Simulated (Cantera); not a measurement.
**Ignition delay**

Mixture: 8.82 % CH₃OH, 15.2 % O₂, 76.0 % N₂, at 21000 Torr, adiabatic and at constant volume. Ignition delay is the time to a rise of 400 K.

Model: GRI-Mech 3.0 (53 species, 325 reactions), integrated in Cantera. GRI-Mech 3.0 was tuned for natural gas; its chemistry of methanol as a main component is partial and can be far from experiment. The pressure lies above the range GRI-Mech 3.0 was tuned for (to about 10 atm).

| T0 (K) | delay (ms) |
|---|---|
| 1223 | 0.546 |
| 1273 | 0.250 |
| 1323 | 0.122 |
| 1373 | 0.0633 |
| 1423 | 0.0347 |
| 1473 | 0.0201 |
| 1523 | 0.0122 |
| 1573 | 0.00771 |
| 1623 | 0.00506 |

| Property | Result |
|---|---|
| apparent activation energy between 1523 and 1623 K | 180 kJ/mol |
